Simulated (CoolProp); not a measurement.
Carbonyl sulfide at 469.21 K and 5.57 MPa is throttled through a valve to 0.744 MPa with no heat exchange. Each further row changes one setting.

The numbers come from the reference Helmholtz-energy equation of state, Lemmon 2006 in CoolProp. It is a short technical equation, of lower accuracy than the large ones.

```json
[
 {"case": "as stated", "temperature change (K)": "-38.9", "final density (kg/m³)": "(withheld)"},
 {"case": "outlet pressure 0.223 MPa", "temperature change (K)": "(withheld)", "final density (kg/m³)": "(withheld)"},
 {"case": "outlet pressure 0.967 MPa", "temperature change (K)": "(withheld)", "final density (kg/m³)": "(withheld)"}
]
```

Task: Complete the blanks.

Result: 
- as stated, final density (kg/m³): 12.8
- outlet pressure 0.223 MPa, temperature change (K): -43.4
- outlet pressure 0.223 MPa, final density (kg/m³): 3.82
- outlet pressure 0.967 MPa, temperature change (K): -37.0
- outlet pressure 0.967 MPa, final density (kg/m³): 16.7
